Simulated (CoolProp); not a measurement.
Vapour-liquid equilibrium of CH2F2 (R32) (1) + R134a (2) at 0.502 MPa; x and y are mole fractions of (1).

Model: multi-fluid Helmholtz-energy mixture model, Tillner-Roth 1997 and Tillner-Roth 1994; pair parameters Lemmon 2004, in CoolProp.

**Question.** Give the bubble temperature and the first vapour's composition at x = 0.55, 0.65, 0.85. Is there an azeotrope?

**Answer.** x = 0.55: -4.0 °C, y = 0.749; x = 0.65: -6.6 °C, y = 0.820; x = 0.85: -11.2 °C, y = 0.934. No azeotrope shows between x = 0.05 and 0.95.

Pair parameters are fitted to limited data, so mixtures are less certain than the pure fluids.
